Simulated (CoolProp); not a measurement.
A single-stage vapour-compression cycle with carbonyl sulfide: evaporating at 235.15 K (dew point), condensing at 291.15 K (bubble point), superheat 2 K, subcooling 0 K, compressor efficiency 0.9, no pressure losses. Each further row changes one setting.

Model: reference Helmholtz-energy equation of state, Lemmon 2006, in CoolProp. It is a short technical equation, of lower accuracy than the large ones.

```tsv
case	cooling COP	pressure ratio	discharge temperature (K)	refrigerating effect (kJ/kg)	volumetric capacity (kJ/m³)
as stated	3.00	6.22	358.5	231	1270
evaporating temperature 240.15 K	3.44	5.09	350.4	234	1540
condensing temperature 286.15 K	3.37	5.45	348.6	238	1300
subcooling 5 K	3.09	6.22	358.5	238	1300
superheat 12 K	2.96	6.22	371.4	238	1240
compressor efficiency 0.8	2.67	6.22	370.5	231	1270
```
